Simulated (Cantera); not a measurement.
A closed system holds: 1 mol C6H6, 35 mol H2, held at 2623.15 K and 0.140 bar.

Equilibrium computed with Cantera from the NASA thermochemical tables; the gas is ideal and each condensed phase is pure. Candidate condensed phases: C, C6H6, C7H8, C8H18; 76 gas species. Equilibrium is a limit: real reactors are often held back by kinetics, nucleation or transport.

Base state: H2 0.878, H 0.106, C2H2 (acetylene) 0.0156, C2H 0.000172, C4H2 0.000115, CH3 2.82e-5, C3 2.20e-5, C2H2 (vinylidene) 1.80e-5 (mole fractions); condensed: C(graphite).

### Question
What changes in the equilibrium state with this change: temperature from 2623.15 K to 1775 K?

### Answer
| species | before | after |
|---|---|---|
| H2 | 0.878 | 0.999 |
| H | 0.106 | 0.000773 |
| C2H2 (acetylene) | 0.0156 | 0.000142 |
| C2H | 0.000172 | <1e-9 |
| C3 | 2.20e-5 | <1e-9 |
| C4H2 | 0.000115 | 7.98e-9 |
| C(graphite), mol | 4.71 | 5.98 |

### Question
What changes in the equilibrium state with this change: C6H6 replaced by CH4?

### Answer
```json
[
 {"species": "H2", "before": "0.878", "after": "0.882"},
 {"species": "H", "before": "0.106", "after": "0.106"},
 {"species": "C2H2 (acetylene)", "before": "0.0156", "after": "0.0124"},
 {"species": "C4H2", "before": "0.000115", "after": "7.29e-5"},
 {"species": "C3", "before": "2.20e-5", "after": "1.56e-5"},
 {"species": "C2H", "before": "0.000172", "after": "0.000137"},
 {"species": "C2H2 (vinylidene)", "before": "1.80e-5", "after": "1.44e-5"},
 {"species": "CH3", "before": "2.82e-5", "after": "2.53e-5"},
 {"species": "C(graphite), mol", "before": "4.71", "after": "0"}
]
```
